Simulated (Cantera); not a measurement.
A closed system holds: 1 mol Pb, 13 mol NH3, 5.2 mol N2, 1.3 mol CO, equilibrated at 0.0190 bar.

These are equilibrium values from Cantera (NASA tables, ideal gas, pure condensed phases), not measurements of a reactor. Candidate condensed phases: C, C6H6, C7H8, C8H18, H2O, Pb, PbO, PbO2, Pb3O4; 139 gas species. The numbers say what is thermodynamically allowed, not how fast it happens. All values below are at 1550 K.

Base state: H2 0.582, N2 0.349, CO 0.0388, Pb 0.0298, H 0.000174, H2O 1.88e-5, HCN 1.85e-5 (mole fractions); condensed: gas only.

Q: What changes in the equilibrium state with this change: Pb replaced by Cu?

A: 
```json
[
 {"species": "H2", "before": "0.582", "after": "0.599"},
 {"species": "N2", "before": "0.349", "after": "0.360"},
 {"species": "CO", "before": "0.0388", "after": "0.0399"},
 {"species": "Pb", "before": "0.0298", "after": "0"},
 {"species": "Cu", "before": "0", "after": "0.000977"},
 {"species": "H2O", "before": "1.88e-5", "after": "1.97e-5"},
 {"species": "HCN", "before": "1.85e-5", "after": "1.93e-5"},
 {"species": "H", "before": "0.000174", "after": "0.000177"},
 {"species": "Cu(l), mol", "before": "0", "after": "0.968"}
]
```
Further candidate phases: Cu, CuO, Cu(OH)2, Cu2O.
